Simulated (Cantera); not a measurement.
Gas-phase reforming

An isothermal, constant-pressure homogeneous reactor starts with 47.2 % CH4, 33.0 % H2O, 19.8 % H2, at 1850 K and 0.330 bar.

Detailed kinetics in Cantera: GRI-Mech 3.0 (53 species, 325 reactions). GRI-Mech 3.0 stops at C3 and has no aromatics, soot or wall deposition, so with more carbon than oxygen in the feed, carbon stays in small species such as C2H2 where larger ones or solid carbon would form.

| t (s) | x CH4 | x H2O | x H2 | x HO2 | x C2H4 |
|---|---|---|---|---|---|
| 0.000100 | 0.457 | 0.328 | 0.206 | <1e-12 | 0.00224 |
| 0.000193 | 0.431 | 0.324 | 0.225 | <1e-12 | 0.00851 |
| 0.000373 | 0.374 | 0.313 | 0.273 | 1.14e-12 | 0.0159 |
| 0.000720 | 0.294 | 0.293 | 0.346 | 1.19e-12 | 0.0131 |
| 0.00139 | 0.212 | 0.272 | 0.424 | 1.15e-12 | 0.00649 |
| 0.00268 | 0.139 | 0.252 | 0.492 | 1.12e-12 | 0.00287 |
| 0.00518 | 0.0837 | 0.235 | 0.546 | 1.16e-12 | 0.00132 |
| 0.0100 | 0.0477 | 0.218 | 0.584 | 1.22e-12 | 0.000750 |
| 0.0193 | 0.0286 | 0.198 | 0.613 | 1.17e-12 | 0.000566 |
| 0.0373 | 0.0206 | 0.172 | 0.638 | <1e-12 | 0.000492 |
| 0.0720 | 0.0169 | 0.138 | 0.666 | <1e-12 | 0.000429 |
| 0.139 | 0.0135 | 0.0992 | 0.696 | <1e-12 | 0.000359 |
| 0.268 | 0.0100 | 0.0621 | 0.725 | <1e-12 | 0.000287 |
| 0.518 | 0.00679 | 0.0322 | 0.749 | <1e-12 | 0.000227 |
| 1.00 | 0.00423 | 0.0125 | 0.765 | <1e-12 | 0.000187 |
x: mole fraction; the columns are a selection and need not sum to one.

Equilibrium at this temperature and pressure: CH4 0.00177, H2O 7.57e-7, H2 0.775, HO2 <1e-12, C2H4 0.000162 (gas phase only).
